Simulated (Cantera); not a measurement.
Feed: 1 mol Si, 1.5 mol HCl, 0.89 mol N₂, 2.2 mol HF, at 1127 °C and 26000 Pa.

Method: chemical equilibrium by Gibbs-energy minimisation in Cantera with the NASA 1993 tables (ideal gas, pure condensed phases). Candidate condensed phases: NH₄Cl, Si, Si₃N₄; 49 gas species. N₂ is the only nitrogen source here; it is nearly inert below about 1500 K, so the nitride shown seldom forms there in practice. The tables' values for SiF₃, SiCl₃, SiF₂ are old estimates; treat these amounts as uncertain. Kinetics and transport are ignored.

Base state: H₂ 0.335, HCl 0.314, N₂ 0.175, SiF₄ 0.142, SiCl₄ 0.0176, HF 0.00396, SiF₃ 0.00315, SiCl₃ 0.00302 (mole fractions); condensed: Si₃N₄(s).

Question: What changes in the equilibrium state with this change: pressure from 26000 Pa to 1330 Pa?

Answer: 
```tsv
species	before	after
H₂	0.335	0.325
HCl	0.314	0.317
N₂	0.175	0.176
SiCl₂	0.00219	0.0165
SiCl₄	0.0176	0.00710
SiF₃	0.00315	0.0104
SiF₄	0.142	0.134
SiF₂	4.80e-5	0.000552
Cl	4.27e-6	1.93e-5
H	5.52e-6	2.40e-5
SiH₂Cl₂	1.51e-5	5.65e-6
SiHCl₃	0.00133	0.000517
Si₃N₄(s), mol	0.119	0.110
```

Question: What changes in the equilibrium state with this change: temperature from 1127 °C to 525 °C?

Answer: 
```tsv
species	before	after
H₂	0.335	0.380
HCl	0.314	0.243
N₂	0.175	0.187
SiCl₄	0.0176	0.0408
SiF₄	0.142	0.149
SiCl₂	0.00219	<1e-9
SiF₃	0.00315	1.91e-8
SiF₂	4.80e-5	<1e-9
SiCl₃	0.00302	1.19e-7
SiH₂F₂	2.44e-5	4.67e-9
Si₃N₄(s), mol	0.119	0.0998
```
